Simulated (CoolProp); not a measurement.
Nitrous oxide along the isotherm 226.85 °C: density (kg/m³) from the reference equation and from simpler models built on Tc = 36.4 °C, pc = 72.45 bar, ω = 0.161; each cubic takes its own stable root.

Values from CoolProp's reference Helmholtz-energy equation of state, Lemmon 2006. It is a short technical equation, of lower accuracy than the large ones.

```
p (bar)          phase  reference
-------  -------------  ---------
1.15               gas      1.219
2.04               gas      2.164
3.62               gas      3.844
6.44               gas      6.856
11.5               gas      12.29
20.4               gas      21.97
36.2               gas      39.51
64.4               gas      71.90
115      supercritical      133.3
204      supercritical      247.3
362      supercritical      431.8
```

Task: How far does each simpler model (ideal gas, van der Waals, Redlich-Kwong, Soave-Redlich-Kwong, Peng-Robinson) lie from the reference over these 11 states: mean and median of the absolute difference, and the worst?

Result: 
- ideal gas: mean 4.0 %, median 1.7 %, worst -12.7 % at 226.85 °C and 204 bar
- van der Waals: mean 1.9 %, median 0.7 %, worst +8.4 % at 226.85 °C and 204 bar
- Redlich-Kwong: mean 0.7 %, median 0.4 %, worst +2.3 % at 226.85 °C and 204 bar
- Soave-Redlich-Kwong: mean 1.6 %, median 0.3 %, worst -7.4 % at 226.85 °C and 362 bar
- Peng-Robinson: mean 0.4 %, median 0.3 %, worst -1.7 % at 226.85 °C and 362 bar
